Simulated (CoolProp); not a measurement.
A simple Rankine cycle with cyclopentane: condensing at 306.15 K, boiler at 0.825 MPa, turbine inlet 419.7 K, turbine efficiency 0.6, pump efficiency 0.8, no recuperator. Each further row changes one setting.

Values from CoolProp's reference Helmholtz-energy equation of state, Gedanitz 2015.

```tsv
case	thermal efficiency (%)	net work (kJ/kg)	heat in (kJ/kg)	turbine exit temperature (K)	volume ratio over the turbine
as stated	12.0	66.0	552	367.2	14.3
turbine inlet 439.7 K	11.9	70.5	591	389.0	14.2
condensing temperature 298.15 K	12.9	73.1	567	362.2	19.2
boiler pressure 0.577 MPa	10.6	59.5	560	376.3	9.78
turbine efficiency 0.5	9.9	54.8	552	374.4	14.6
```
